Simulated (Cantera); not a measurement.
Feed: 1 mol BN, 2.4 mol F2, 0.43 mol H2, equilibrated at 1173 K and 10.0 Torr.

Equilibrium computed with Cantera from the NASA thermochemical tables; the gas is ideal and each condensed phase is pure. Candidate condensed phases: B, BN; 31 gas species. Kinetics and transport are ignored.

Question: What is the equilibrium state?

Answer: 
- x(BF3) = 0.305
- x(F) = 0.275
- x(HF) = 0.262
- x(N2) = 0.152
- x(F2) = 0.00560
- gas amount = 3.282 mol
- log10 activity of B(s) (absent) = -43.64
